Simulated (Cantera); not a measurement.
Feed: 1 mol Fe(CO)5, 0.33 mol CO, 6.9 mol N2, held at 1398.15 K and 10.0 mbar.

Cantera equilibrium calculation (NASA polynomials, part measured and part estimated; ideal gas, pure solids and liquids). Candidate condensed phases: C, Fe, Fe(CO)5, FeO, Fe2O3, Fe3O4; 27 gas species. The numbers say what is thermodynamically allowed, not how fast it happens.

Base state: N2 0.564, CO 0.436 (mole fractions); condensed: Fe(γ).

### Question
What changes in the equilibrium state with this change: Fe(CO)5 replaced by PbO?

### Answer
| species | before | after |
|---|---|---|
| N2 | 0.564 | 0.837 |
| PbO | 0 | 0.0777 |
| Pb | 0 | 0.0436 |
| CO | 0.436 | 9.03e-6 |
| CO2 | 3.32e-6 | 0.0400 |
| O2 | <1e-9 | 0.00177 |
| NO | <1e-9 | 6.79e-5 |
| Fe(γ), mol | 1.000 | 0 |
Gases not in the tables: (PbO)n polymers. Further candidate phases: Pb, PbO, PbO2, Pb3O4.
